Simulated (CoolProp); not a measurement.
The fluid at 293.15 K and 1.06 MPa (gas) is heated at constant pressure to 401 K. The same conditions are run with several fluids, on thermodynamics alone (safety and materials aside).

Computed with CoolProp (reference Helmholtz-energy equation of state of each fluid (C2F6 (R116): Lemmon 2006; sulfur hexafluoride: Guder 2009; hydrogen sulfide: Lemmon 2006; oxygen: Schmidt 1985; ethane: Bücker 2006)).

Task: Rank C2F6 (R116), sulfur hexafluoride, hydrogen sulfide, oxygen, ethane by heat (kJ/kg), highest first.

Result: ethane (221), hydrogen sulfide (121), oxygen (101), C2F6 (R116) (94.8), sulfur hexafluoride (83.1)

```tsv
fluid	final density (kg/m³)
C2F6 (R116)	45.5
sulfur hexafluoride	48.5
hydrogen sulfide	11.2
oxygen	10.2
ethane	9.86
```

Above 300 K oxygen's equation is extrapolated.
